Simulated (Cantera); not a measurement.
**Equilibrium for sublimation and decomposition of ceramics: Si3N4 + Si + H2**

A closed system holds: 1 mol Si3N4, 0.038 mol Si, 2.2 mol H2, equilibrated at 8.40 bar.

Cantera equilibrium calculation (NASA polynomials, part measured and part estimated; ideal gas, pure solids and liquids). Candidate condensed phases: Si, Si3N4; 18 gas species. Mutual solubility and eutectic melting of coexisting phases are not modelled. The tables' values for SiN are old estimates; treat these amounts as uncertain. Gases not in the tables: Si2H6 and higher silanes. Equilibrium is a limit: real reactors are often held back by kinetics, nucleation or transport.

| T (K) | log p H2 | log p N2 | log p H | log p Si | log p SiH | log p SiH2 | log p SiN | n Si(s) | n Si3N4(s) | n Si(l) |
|---|---|---|---|---|---|---|---|---|---|---|
| 1473 | 0.92 | -4.56 | -4.44 | -8.26 | -7.24 | -5.05 | -10.38 | 0.0380 | 1.000 | 0 |
| 1673 | 0.92 | -3.00 | -3.48 | -6.38 | -5.69 | -4.03 | -8.06 | 0.0383 | 1.000 | 0 |
| 1873 | 0.92 | -1.56 | -2.73 | -5.05 | -4.62 | -3.39 | -6.28 | 0 | 0.996 | 0.0488 |
| 2073 | 0.90 | -0.38 | -2.13 | -4.00 | -3.79 | -2.90 | -4.85 | 0 | 0.943 | 0.209 |
| 2273 | 0.66 | 0.58 | -1.74 | -3.14 | -3.22 | -2.72 | -3.68 | 0 | 0.0946 | 2.75 |
| 2473 | 0.64 | 0.60 | -1.33 | -2.41 | -2.65 | -2.39 | -3.09 | 0 | 0 | 3.03 |
| 2673 | 0.63 | 0.60 | -0.97 | -1.80 | -2.17 | -2.10 | -2.60 | 0 | 0 | 3.02 |
| 2873 | 0.62 | 0.59 | -0.67 | -1.27 | -1.75 | -1.86 | -2.18 | 0 | 0 | 2.98 |
| 3073 | 0.60 | 0.58 | -0.41 | -0.81 | -1.40 | -1.67 | -1.82 | 0 | 0 | 2.90 |
log p: log10 of the partial pressure in bar; n: condensed amount in mol.

From 1473 K to 1673 K the condensed part is Si(s) + Si3N4(s). From 1873 K to 2273 K the condensed part is Si(l) + Si3N4(s). From 2473 K to 3073 K the condensed part is Si(l). The main Si-bearing gas is SiH4 at 1473 K and Si at 3073 K.
